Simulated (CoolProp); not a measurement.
Propylene along the isotherm -9.35 °C: density (kg/m³) from the reference equation and from simpler models built on Tc = 91.1 °C, pc = 4.555 MPa, ω = 0.146; each cubic takes its own stable root.

Values from CoolProp's reference Helmholtz-energy equation of state, Lemmon 2013.

```json
[
 {"p (MPa)": "2.53", "phase": "liquid", "reference": "563.5", "van der Waals": "359.2", "Soave-Redlich-Kwong": "526.3", "Peng-Robinson": "595.5"},
 {"p (MPa)": "5.06", "phase": "liquid", "reference": "567.8", "van der Waals": "367.5", "Soave-Redlich-Kwong": "532.6", "Peng-Robinson": "601.8"},
 {"p (MPa)": "7.59", "phase": "liquid", "reference": "571.8", "van der Waals": "374.3", "Soave-Redlich-Kwong": "538.3", "Peng-Robinson": "607.5"},
 {"p (MPa)": "10.1", "phase": "liquid", "reference": "575.5", "van der Waals": "380.0", "Soave-Redlich-Kwong": "543.5", "Peng-Robinson": "612.7"},
 {"p (MPa)": "12.7", "phase": "liquid", "reference": "579.2", "van der Waals": "385.1", "Soave-Redlich-Kwong": "548.5", "Peng-Robinson": "617.7"},
 {"p (MPa)": "15.2", "phase": "liquid", "reference": "582.6", "van der Waals": "389.5", "Soave-Redlich-Kwong": "(withheld)", "Peng-Robinson": "622.1"},
 {"p (MPa)": "17.7", "phase": "liquid", "reference": "585.7", "van der Waals": "(withheld)", "Soave-Redlich-Kwong": "557.0", "Peng-Robinson": "(withheld)"},
 {"p (MPa)": "20.2", "phase": "liquid", "reference": "588.8", "van der Waals": "397.0", "Soave-Redlich-Kwong": "560.8", "Peng-Robinson": "(withheld)"},
 {"p (MPa)": "22.8", "phase": "liquid", "reference": "591.8", "van der Waals": "400.4", "Soave-Redlich-Kwong": "564.6", "Peng-Robinson": "633.9"}
]
```

Task: Some entries are withheld; supply them.

Result: 
- 15.2, Soave-Redlich-Kwong: 552.9
- 17.7, van der Waals: 393.4
- 17.7, Peng-Robinson: 626.2
- 20.2, Peng-Robinson: 630.1
